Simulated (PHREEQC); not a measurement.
Consider water at 25 °C with 0.0041 mol/kgw TMAH and 0.0011 mol/kgw H3BO3. Closed to the air; pH follows from the charge balance.

The numbers come from PHREEQC with the ion-association model, wateq4f.dat.

```csv
quantity,before,after
pH,11.45,11.58
ionic strength (mol/kgw),0.00410,0.00410
```

Q: What was changed between the two runs?
A) 0.0017 mol/kgw HCl added
B) H3BO3 left out
C) TMAH from 0.0041 to 0.041 mol/kgw
D) diluted 100-fold with water

A: B, H3BO3 left out

This is a speciation only: nothing precipitates in the calculation. (CH3)4N+ isn't in the database: it is added as a free cation with an ion size of 4 Å.
